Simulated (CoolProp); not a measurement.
The fluid at 298.15 K and 0.0388 MPa expands adiabatically to 0.00315 MPa with isentropic efficiency 0.8. The same conditions are run with several fluids, on thermodynamics alone (safety and materials aside).

Computed with CoolProp (reference Helmholtz-energy equation of state of each fluid (sulfur dioxide: Gao 2016; dimethyl ether: Wu 2011; R245fa: Akasaka 2015; c-C4F8 (RC318): Platzer 1990)). The equations of Platzer and Polt are older, rougher fits.

Q: Rank sulfur dioxide, dimethyl ether, R245fa, c-C4F8 (RC318) by work (kJ/kg), highest first.

A: dimethyl ether (91.3), sulfur dioxide (61.1), R245fa (33.6), c-C4F8 (RC318) (23.1)

```csv
fluid,final temperature (K),final phase,final density (kg/m³)
sulfur dioxide,205.3,"two-phase, vapour fraction 0.985",0.120
dimethyl ether,228.9,gas,0.0764
R245fa,256.2,gas,0.199
c-C4F8 (RC318),267.0,gas,0.284
```
